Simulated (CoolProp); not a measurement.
Vapour-liquid equilibrium of propylene (1) + benzene (2) at 308.8 K; x and y are mole fractions of (1).

Model: multi-fluid Helmholtz-energy mixture model, Lemmon 2013 and Thol 2012; pair parameters Bell 2016, in CoolProp.

```
x      bubble pressure (kPa)  y at the bubble point  dew pressure at overall composition x (kPa)  liquid density (mol/L)
-----  ---------------------  ---------------------  -------------------------------------------  ----------------------
0.05                   132.3                  0.847                                        21.41                   11.12
0.125             (withheld)                  0.930                                        23.25                   11.25
0.2               (withheld)                  0.954                                        25.43                   11.38
0.275                  543.2                  0.965                                        28.07              (withheld)
0.35                   652.2                  0.972                                        31.31                   11.61
0.425                  750.9                  0.977                                        35.39                   11.71
0.5                    842.0             (withheld)                                   (withheld)                   11.80
0.575             (withheld)                  0.983                                        47.85                   11.88
0.65                    1012                  0.986                                        58.06                   11.93
0.725                   1097                  0.988                                        73.81                   11.95
0.8                     1187                  0.991                                        101.3                   11.94
0.875                   1286                  0.994                                        161.1                   11.87
0.95                    1401                  0.997                                        390.7                   11.73
```

Task: Fill in the missing entries.

Result: 
- 0.125, bubble pressure (kPa): 285.3
- 0.2, bubble pressure (kPa): 421.6
- 0.275, liquid density (mol/L): 11.50
- 0.5, y at the bubble point: 0.980
- 0.5, dew pressure at overall composition x (kPa): 40.68
- 0.575, bubble pressure (kPa): 928.1

No azeotrope shows between x = 0.05 and 0.95.

The pair parameters rest on a limited set of measurements; away from them the model extrapolates. The gap from Raoult's law changes sign with composition, which may be real or a fault of the pair parameters; it wasn't checked against measurements.
